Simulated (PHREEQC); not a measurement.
A solution holds 0.011 mol CuCl2, 0.0012 mol HBF4 and 0.0034 mol NaCl per kg of water, at 25 °C. Closed to the air; pH follows from the charge balance.

All values are PHREEQC results (ion-association model, wateq4f.dat), not measurements.

```json
[
 {"quantity": "pH", "before": "2.84", "after": "4.74"},
 {"quantity": "ionic strength (mol/kgw)", "before": "0.0371", "after": "0.0356"},
 {"quantity": "Cu+2 (mol/kgw)", "before": "0.0105", "after": "0.0106"},
 {"quantity": "CuCl+ (mol/kgw)", "before": "0.000367", "after": "0.000373"},
 {"quantity": "CuCl2 (mol/kgw)", "before": "3.39e-6", "after": "3.47e-6"},
 {"quantity": "CuOH+ (mol/kgw)", "before": "4.57e-8", "after": "3.66e-6"},
 {"quantity": "SI of Tenorite (CuO)", "before": "-4.19", "after": "-0.39"},
 {"quantity": "SI of Atacamite (Cu2(OH)3Cl)", "before": "-5.02", "after": "+0.70"}
]
```

Problem. What was changed between the two runs?
A. temperature from 25 to 30 °C
B. NaCl from 0.0034 to 0.017 mol/kgw
C. HBF4 left out
D. temperature from 25 to 85 °C
E. 0.0081 mol/kgw HF added

Solution. C, HBF4 left out

No solid was allowed to form. Some of these states are supersaturated (in Atacamite, for instance). Real BF4- forms and hydrolyses slowly; the run takes it at equilibrium.
